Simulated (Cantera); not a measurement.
**Adiabatic ignition**

An adiabatic, constant-volume homogeneous reactor starts with H2 : O2 : N2 = 1 : 0.588 : 2.21 (molar parts), equivalence ratio 0.85, at 1598 K and 4.60 bar.

Cantera simulation using GRI-Mech 3.0 (53 species, 325 reactions); the numbers are that mechanism's predictions, not measurements. The hydrogen kinetics of GRI-Mech 3.0 are dated; newer H2 mechanisms differ, most at raised pressure. Above 3000 K some thermodynamic fits are extrapolated.

```tsv
t (s)	T (K)	P (bar)	x H2	x O2	x NO2	x HO2	x NO
9.00e-6	3132	8.18	0.0329	0.0298	9.07e-7	3.17e-5	0.00160
2.86e-5	3129	8.17	0.0332	0.0279	3.77e-6	3.00e-5	0.00684
9.11e-5	3119	8.14	0.0339	0.0251	7.70e-6	2.72e-5	0.0147
0.000290	3116	8.13	0.0342	0.0244	8.70e-6	2.65e-5	0.0168
0.000921	3116	8.13	0.0342	0.0244	8.70e-6	2.65e-5	0.0168
0.00293	3116	8.13	0.0342	0.0244	8.70e-6	2.65e-5	0.0168
0.00932	3116	8.13	0.0342	0.0244	8.70e-6	2.65e-5	0.0168
0.0297	3116	8.13	0.0342	0.0244	8.70e-6	2.65e-5	0.0168
0.0943	3116	8.13	0.0342	0.0244	8.70e-6	2.65e-5	0.0168
0.300	3116	8.13	0.0342	0.0244	8.70e-6	2.65e-5	0.0168
```
x: mole fraction; the columns are a selection and need not sum to one.

| Property | Value |
|---|---|
| time of steepest temperature rise | 2.15 µs |
| temperature at 0.300 s | 3116 K |
| equilibrium temperature | 3116 K |
| x(H2) at 0.300 s | 0.0342 (gas-phase equilibrium 0.0342) |
| x(O2) at 0.300 s | 0.0244 (gas-phase equilibrium 0.0244) |
| x(NO2) at 0.300 s | 8.70e-6 (gas-phase equilibrium 8.70e-6) |
